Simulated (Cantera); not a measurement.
Input: 1 mol SiH₂Cl₂, 54 mol N₂, at 1300 Pa.

Equilibrium computed with Cantera from the NASA thermochemical tables; the gas is ideal and each condensed phase is pure. Candidate condensed phases: NH₄Cl, Si, Si₃N₄; 28 gas species. N₂ is the only nitrogen source here; it is nearly inert below about 1500 K, so the nitride shown seldom forms there in practice. The tables' values for SiCl₃ are old estimates; treat these amounts as uncertain. Rates play no part.

Q: At 1350 K, list the 4 most abundant gas species with their mole fractions, and the condensed phases.

A: N₂ 0.965, HCl 0.0279, H₂ 0.00412, SiCl₂ 0.00144. Condensed: Si₃N₄(s).
